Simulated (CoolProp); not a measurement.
1000 sccm (0 °C, 1 atm) of nitrogen bubbles through liquid toluene at 323.8 K and leaves saturated at a total pressure of 0.15 MPa (ideal gas phase). Each further row changes one setting.

The numbers come from the reference Helmholtz-energy equation of state, Lemmon 2006 in CoolProp. It is a short technical equation, of lower accuracy than the large ones.

| case | vapour pressure (kPa) | mole fraction of vapour | delivery (mg/min) | delivery (sccm) | change of delivery for a bath 1 K warmer (%) |
|---|---|---|---|---|---|
| as stated | 12.6 | 0.0842 | 378 | [?] | 4.7 |
| bath temperature 328.8 K | 15.6 | [?] | 476 | 116 | 4.7 |
| total pressure 0.3 MPa | 12.6 | 0.0421 | 181 | [?] | [?] |

Fill in the missing entries.


- as stated, delivery (sccm): 92.0
- bath temperature 328.8 K, mole fraction of vapour: 0.104
- total pressure 0.3 MPa, delivery (sccm): 44.0
- total pressure 0.3 MPa, change of delivery for a bath 1 K warmer (%): 4.5
